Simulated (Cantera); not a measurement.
What does this Cantera script print?

```python
import numpy as np
import cantera as ct

gas_names = """
    B BCL BCLF BCL2 BCL3 BF BF2 BF3 BN B2 CL CLF CLF3 CL2 F F2 N NF NF2 NF3 N2
""".split()
cond_names = """
    B(b) B(L) BN(s)
""".split()


def load(file, names, dense=False):
    # The tables refer to 1 bar. Condensed volumes are neglected.
    table = {s.name: s for s in ct.Species.list_from_file(file)}
    out = []
    for n in names:
        d = dict(table[n].input_data)
        d["thermo"] = dict(d["thermo"], **{"reference-pressure": 1e5})
        if dense:
            d["equation-of-state"] = {"model": "constant-volume", "density": "1e6 g/cm^3"}
        out.append(ct.Species.from_dict(d))
    return out


gas = ct.Solution(thermo="ideal-gas", species=load("nasa_gas.yaml", gas_names))
cond = {s.name: ct.Solution(thermo="fixed-stoichiometry", species=[s], name=s.name)
        for s in load("nasa_condensed.yaml", cond_names, dense=True)}
atoms = {
    'BN': {'B': 1, 'N': 1},
    'NF3': {'N': 1, 'F': 3},
    'Cl2': {'CL': 2},
}
top_T = {'BN(s)': 3200}  # K; cautious upper limits of use, not melting points


def equilibrate(T, P, feed):
    n = {}
    for name, mol in feed.items():
        for a, k in atoms[name].items():
            n[a] = n.get(a, 0.0) + k * mol
    gas.TPX = T, P, n
    mass = sum(n.values()) * gas.mean_molecular_weight
    gas.equilibrate("TP")
    valid = [c for c in cond.values() if c.min_temp <= T <= top_T.get(c.name, c.max_temp)]
    mix = ct.Mixture([(gas, mass / gas.mean_molecular_weight)] + [(c, 0.0) for c in valid])
    mix.T, mix.P = T, P
    mix.equilibrate("TP", solver="vcs", rtol=1e-11, max_steps=5000)
    return mix


results = []
feed = {'BN': 1, 'NF3': 0.91, 'Cl2': 0.69}  # mol
P = 13332.2  # Pa
for T in [725, 875, 1025, 1175, 1325, 1475, 1625, 1775, 1925, 2075]:
    mix = equilibrate(T, P, feed)
    results.append((T, P, feed, dict(zip(mix.species_names, mix.species_moles))))
    x = sorted(zip(gas.X, gas.species_names), reverse=True)
    print(f"T = {T:g} K  P = {P:g} Pa  gas = {mix.phase_moles(0):.4g} mol")
    print("   x: " + "  ".join(f"{s} {v:.3e}" for v, s in x if v > 0.0001))
    print("   condensed (mol): " + ("  ".join(f"{mix.phase(i).name} {mix.phase_moles(i):.4g}"
          for i in range(1, mix.n_phases) if mix.phase_moles(i) > 1e-12) or "none"))
```

It prints:

```
T = 725 K  P = 13332.2 Pa  gas = 2.51 mol
   x: N2 3.805e-01  BF3 3.625e-01  CL2 2.211e-01  BCL3 3.586e-02
   condensed (mol): none
T = 875 K  P = 13332.2 Pa  gas = 2.51 mol
   x: N2 3.805e-01  BF3 3.625e-01  CL2 2.211e-01  BCL3 3.586e-02
   condensed (mol): none
T = 1025 K  P = 13332.2 Pa  gas = 2.511 mol
   x: N2 3.803e-01  BF3 3.624e-01  CL2 2.207e-01  BCL3 3.584e-02  CL 7.198e-04
   condensed (mol): none
T = 1175 K  P = 13332.2 Pa  gas = 2.516 mol
   x: N2 3.796e-01  BF3 3.617e-01  CL2 2.183e-01  BCL3 3.577e-02  CL 4.633e-03
   condensed (mol): none
T = 1325 K  P = 13332.2 Pa  gas = 2.535 mol
   x: N2 3.768e-01  BF3 3.590e-01  CL2 2.093e-01  BCL3 3.551e-02  CL 1.935e-02
   condensed (mol): none
T = 1475 K  P = 13332.2 Pa  gas = 2.585 mol
   x: N2 3.694e-01  BF3 3.520e-01  CL2 1.856e-01  CL 5.810e-02  BCL3 3.481e-02
   condensed (mol): none
T = 1625 K  P = 13332.2 Pa  gas = 2.686 mol
   x: N2 3.556e-01  BF3 3.388e-01  CL2 1.412e-01  CL 1.309e-01  BCL3 3.350e-02
   condensed (mol): none
T = 1775 K  P = 13332.2 Pa  gas = 2.826 mol
   x: N2 3.379e-01  BF3 3.219e-01  CL 2.235e-01  CL2 8.469e-02  BCL3 3.180e-02  BF2 1.115e-04
   condensed (mol): none
T = 1925 K  P = 13332.2 Pa  gas = 2.951 mol
   x: N2 3.236e-01  BF3 3.078e-01  CL 2.981e-01  CL2 3.947e-02  BCL3 3.015e-02  BF2 7.451e-04
   condensed (mol): none
T = 2075 K  P = 13332.2 Pa  gas = 3.031 mol
   x: CL 3.389e-01  N2 3.151e-01  BF3 2.972e-01  BCL3 2.767e-02  CL2 1.617e-02  BF2 4.199e-03  BCLF 4.858e-04  BCL2 2.695e-04
   condensed (mol): none
```

Equilibrium computed with Cantera from the NASA thermochemical tables; the gas is ideal and each condensed phase is pure. The tables' values for BF2, BClF, BCl2 are old estimates; treat these amounts as uncertain.
